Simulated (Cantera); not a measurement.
# Hydrocarbon pyrolysis for carbon deposition

An isothermal, constant-pressure homogeneous reactor starts with 2.86 % C2H6, 97.1 % N2, at 1400 K and 2.33 Torr.

Computed with Cantera and GRI-Mech 3.0 (53 species, 325 reactions). GRI-Mech 3.0 stops at C3 and has no aromatics, soot or wall deposition, so with more carbon than oxygen in the feed, carbon stays in small species such as C2H2 where larger ones or solid carbon would form. Radical loss at walls, strong at low pressure, is not modelled.

| t (s) | x C2H6 | x C2H2 | x HCN | x H | x C2H | x C2H4 | x CH3 |
|---|---|---|---|---|---|---|---|
| 0.000400 | 0.0285 | <1e-12 | <1e-12 | 8.98e-8 | <1e-12 | 1.30e-7 | 8.05e-5 |
| 0.00120 | 0.0284 | 8.32e-11 | <1e-12 | 1.12e-6 | <1e-12 | 3.17e-6 | 0.000237 |
| 0.00359 | 0.0281 | 2.74e-8 | 1.51e-10 | 1.16e-5 | <1e-12 | 8.29e-5 | 0.000673 |
| 0.0108 | 0.0258 | 9.52e-6 | 2.88e-8 | 5.38e-5 | 2.41e-10 | 0.00146 | 0.00180 |
| 0.0323 | 0.0153 | 0.000587 | 2.23e-7 | 0.000128 | 7.81e-9 | 0.00917 | 0.00332 |
| 0.0967 | 0.00140 | 0.00716 | 6.67e-7 | 0.000183 | 5.15e-8 | 0.0144 | 0.00148 |
| 0.290 | 3.28e-5 | 0.0156 | 8.45e-7 | 6.69e-5 | 2.93e-8 | 0.00747 | 0.000310 |
| 0.868 | 4.64e-6 | 0.0198 | 8.63e-7 | 2.79e-5 | 1.38e-8 | 0.00332 | 0.000115 |
| 2.60 | 1.46e-6 | 0.0222 | 8.66e-7 | 1.50e-5 | 7.80e-9 | 0.00101 | 5.78e-5 |
| 7.80 | 6.78e-7 | 0.0231 | 8.68e-7 | 1.00e-5 | 5.30e-9 | 0.000132 | 3.71e-5 |
| 23.4 | 4.64e-7 | 0.0234 | 8.71e-7 | 8.52e-6 | 4.49e-9 | 2.74e-5 | 3.00e-5 |
| 70.0 | 3.85e-7 | 0.0237 | 8.79e-7 | 8.75e-6 | 4.57e-9 | 2.24e-5 | 2.74e-5 |
x: mole fraction; the columns are a selection and need not sum to one.

Equilibrium at this temperature and pressure: C2H6 3.60e-12, C2H2 0.00797, HCN 0.0381, H 2.04e-5, C2H 2.92e-9, C2H4 1.10e-6, CH3 7.08e-8 (gas phase only).
